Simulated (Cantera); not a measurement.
A freely propagating, adiabatic, planar premixed flame of 34.1 % H2, 10.0 % O2, 37.8 % N2, 18.1 % H2O, equivalence ratio 1.7, unburnt at 500 K and 1.70 bar; mixture-averaged transport, grid criteria slope 0.08 and curve 0.16, no radiation.

Computed with Cantera and the H2/O2 subset of GRI-Mech 3.0, which has no nitrogen chemistry. Burning velocities carry a grid error of a few per cent, more on coarse grids.

Task: Predict: laminar burning velocity; thermal thickness; peak x(H2O2); peak x(OH); peak x(HO2).

Result: 
```
Item                        Result
------------------------  --------
laminar burning velocity  417 cm/s
thermal thickness         0.180 mm
peak x(H2O2)               6.35e-5
peak x(OH)                 0.00464
peak x(HO2)               0.000711
```
